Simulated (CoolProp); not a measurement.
The numbers come from the reference Helmholtz-energy equation of state, Gedanitz 2015 in CoolProp.

Question: For cyclopentane, give the phase and the Z, cp (kJ/(kg K)), cv (kJ/(kg K)), isothermal compressibility (1/MPa) at 177.85 °C and 21.6 MPa; 190.25 °C and 21.6 MPa.

Answer: 
- 177.85 °C and 21.6 MPa: liquid; Z 0.654, cp 2.49, cv 1.93, isothermal compressibility 0.00352
- 190.25 °C and 21.6 MPa: liquid; Z 0.650, cp 2.55, cv 1.99, isothermal compressibility 0.00393
